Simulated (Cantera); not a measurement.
A Cantera script and its output.

```python
import numpy as np
import cantera as ct

gas = ct.Solution("gri30.yaml")
gas.TPX = 1650, 89000, {'C3H8': 1, 'O2': 4.55, 'N2': 17.1, 'H2O': 0.57}
reactor = ct.IdealGasConstPressureReactor(gas, energy="on", clone=False)
net = ct.ReactorNet([reactor])
net.rtol, net.atol = 1e-08, 1e-16
show = ['C3H8', 'O2', 'H2O', 'CH2O', 'CH4', 'OH']
times = np.geomspace(3e-06, 7, 15)

steps = ct.SolutionArray(gas, extra=["t"])
rows = []
print(f"{'t/s':>10s}{'T/K':>9s}{'P/Pa':>11s}" + "".join(f"{s:>11s}" for s in show))
for t in times:
    while net.time < t:
        t_next = net.step()
        steps.append(gas.state, t=t_next)
    rows.append([np.interp(t, steps.t, y) for y in (steps.T, steps.P, *steps(*show).X.T)])
    print(f"{t:10.3e}{rows[-1][0]:9.1f}{rows[-1][1]:11.4g}" + "".join(f"{x:11.3e}" for x in rows[-1][2:]))
rate = np.gradient(steps.T, steps.t)
print("integrator steps:", len(steps.t))
if steps.T.max() > steps.T[0] + 200:
    print(f"time of steepest temperature rise: {steps.t[rate.argmax()]:.4e} s")
gas.TPX = 1650, 89000, {'C3H8': 1, 'O2': 4.55, 'N2': 17.1, 'H2O': 0.57}
gas.equilibrate("HP")
print(f"equilibrium (HP): T = {gas.T:.1f} K  " + "  ".join(f"{s} {gas[s].X[0]:.3e}" for s in show))
```

It prints:

```
       t/s      T/K       P/Pa       C3H8         O2        H2O       CH2O        CH4         OH
 3.000e-06   1632.2    8.9e+04  3.979e-02  1.946e-01  2.488e-02  1.880e-04  7.613e-05  7.397e-05
 8.550e-06   1619.9    8.9e+04  3.139e-02  1.897e-01  2.753e-02  1.673e-03  7.300e-04  1.494e-04
 2.437e-05   1801.2    8.9e+04  2.329e-03  1.436e-01  5.719e-02  4.778e-03  4.977e-03  1.164e-03
 6.945e-05   2547.0    8.9e+04  5.150e-44  2.497e-02  1.189e-01  4.105e-10  1.108e-15  2.417e-02
 1.979e-04   2705.4    8.9e+04  1.631e-43  2.155e-02  1.290e-01  4.577e-10  2.105e-15  2.344e-02
 5.642e-04   2797.0    8.9e+04  7.940e-43  1.862e-02  1.353e-01  5.262e-10  4.201e-15  2.206e-02
 1.608e-03   2796.5    8.9e+04  1.039e-42  1.718e-02  1.358e-01  5.422e-10  4.687e-15  2.128e-02
 4.583e-03   2793.0    8.9e+04  1.148e-42  1.642e-02  1.358e-01  5.490e-10  4.881e-15  2.086e-02
 1.306e-02   2792.9    8.9e+04  1.153e-42  1.638e-02  1.358e-01  5.494e-10  4.891e-15  2.083e-02
 3.722e-02   2792.9    8.9e+04  1.153e-42  1.638e-02  1.358e-01  5.494e-10  4.891e-15  2.083e-02
 1.061e-01   2792.9    8.9e+04  1.153e-42  1.638e-02  1.358e-01  5.494e-10  4.891e-15  2.083e-02
 3.024e-01   2792.9    8.9e+04  1.153e-42  1.638e-02  1.358e-01  5.494e-10  4.891e-15  2.083e-02
 8.618e-01   2792.9    8.9e+04  1.153e-42  1.638e-02  1.358e-01  5.494e-10  4.891e-15  2.083e-02
 2.456e+00   2792.9    8.9e+04  1.153e-42  1.638e-02  1.358e-01  5.494e-10  4.891e-15  2.083e-02
 7.000e+00   2792.9    8.9e+04  1.153e-42  1.638e-02  1.358e-01  5.494e-10  4.891e-15  2.083e-02
integrator steps: 1634
time of steepest temperature rise: 3.0169e-05 s
equilibrium (HP): T = 2792.9 K  C3H8 2.155e-42  O2 1.638e-02  H2O 1.358e-01  CH2O 5.494e-10  CH4 6.406e-15  OH 2.083e-02
```

Cantera simulation using GRI-Mech 3.0 (53 species, 325 reactions); the numbers are that mechanism's predictions, not measurements. GRI-Mech 3.0 was tuned for natural gas; its chemistry of propane as a main component is partial and can be far from experiment.
